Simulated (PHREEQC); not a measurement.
Solution (60 °C): 0.03 mol HF, 0.26 mol NH4F and 2.4e-07 mol H4SiO4 per kg of water. It is in equilibrium with CO2 at log p = -1 (atm). Otherwise closed; pH follows from the charge balance.

Equilibrium calculation in PHREEQC: ion-association model, phreeqc.dat.

No solid was allowed to form.

Problem. Order these F species by the share of F that they hold, largest first: F-, HF, HF2-.

Solution. F- (84 %), HF2- (11 %), HF (5.0 %)

The pH is 4.49 and the ionic strength 0.260 mol/kgw. Species that the database lacks are ignored. At this temperature some constants are extrapolated from 25 °C, and those without enthalpy data are left unchanged. SiF6-2 is the database's only silicon fluoride.
